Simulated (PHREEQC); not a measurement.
Solution (2.1 °C): 0.0014 mol/kgw HF, 3.9e-05 mol/kgw Na2SO4 and 0.013 mol/kgw KCl. Closed to the air; pH follows from the charge balance.

All values are PHREEQC results (ion-association model, phreeqc.dat), not measurements.

This is a speciation only: nothing precipitates in the calculation.

**Question.** Predict the pH, specific conductance.

**Answer.** pH 3.12; specific conductance 1130 µS/cm.

**Question.** In which forms is F present?

**Answer.** F- 59 %, HF 40 % of the F.

At this temperature some constants are extrapolated from 25 °C, and those without enthalpy data are left unchanged.
